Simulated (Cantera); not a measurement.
## Thermodynamics of fluorocarbon and chlorocarbon gases, feed CH2F2 + H2

A closed system holds: 1 mol CH2F2, 11 mol H2, at 3.40 Pa.

Method: chemical equilibrium by Gibbs-energy minimisation in Cantera with the NASA 1993 tables (ideal gas, pure condensed phases). Candidate condensed phases: C, C6H6, C7H8, C8H18; 95 gas species. Kinetics and transport are ignored.

From 1877 °C to 2177 °C the condensed part is C(graphite). From 2277 °C to 2977 °C nothing is condensed. The main C-bearing gas is C2H2 (acetylene) at 1877 °C and C at 2977 °C.

```tsv
T (°C)	x H	x H2	x HF	x F	x C	x C3	n C(graphite)
1877	0.466	0.415	0.118	9.59e-5	1.81e-5	2.52e-5	0.970
1977	0.641	0.253	0.104	0.000267	0.000107	0.000191	0.950
2077	0.773	0.130	0.0933	0.000762	0.000545	0.00121	0.866
2177	0.842	0.0598	0.0851	0.00219	0.00243	0.00661	0.414
2277	0.871	0.0265	0.0773	0.00603	0.00662	0.0103	0
2377	0.884	0.0121	0.0663	0.0146	0.0132	0.00759	0
2477	0.887	0.00571	0.0495	0.0290	0.0225	0.00413	0
2577	0.886	0.00282	0.0311	0.0454	0.0310	0.00138	0
2677	0.887	0.00147	0.0171	0.0583	0.0351	0.000297	0
2777	0.888	0.000794	0.00872	0.0660	0.0364	5.53e-5	0
2877	0.888	0.000447	0.00439	0.0700	0.0368	1.07e-5	0
2977	0.888	0.000260	0.00224	0.0720	0.0369	2.24e-6	0
```
x: gas mole fraction; n: condensed amount in mol.
